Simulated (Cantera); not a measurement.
A perfectly stirred reactor is fed with CH₄ : H₂O : H₂ = 1 : 3.4 : 1.3 (molar parts), at 0.133 bar; it is held at 1350 K, and followed from long to short residence time.

Cantera simulation using GRI-Mech 3.0 (53 species, 325 reactions); the numbers are that mechanism's predictions, not measurements.

Task: What does this change do: pressure from 0.133 bar to 10.0 bar?

Result: 
```json
[
 {"quantity": "x(CH₄) at τ = 13.0 s", "before": "0.154", "after": "0.164"},
 {"quantity": "x(H₂O) at τ = 13.0 s", "before": "0.585", "after": "0.586"},
 {"quantity": "x(H₂) at τ = 13.0 s", "before": "0.252", "after": "0.243"},
 {"quantity": "x(CO) at τ = 13.0 s", "before": "0.000503", "after": "0.00146"},
 {"quantity": "x(C₂H) at τ = 13.0 s", "before": "4.17e-11", "after": "<1e-12"},
 {"quantity": "x(CH₄) at τ = 70.0 ms", "before": "0.175", "after": "0.174"},
 {"quantity": "x(H₂O) at τ = 70.0 ms", "before": "0.596", "after": "0.596"},
 {"quantity": "x(H₂) at τ = 70.0 ms", "before": "0.228", "after": "0.229"},
 {"quantity": "x(CO) at τ = 70.0 ms", "before": "2.32e-7", "after": "7.49e-6"},
 {"quantity": "x(C₂H) at τ = 70.0 ms", "before": "<1e-12", "after": "<1e-12"}
]
```
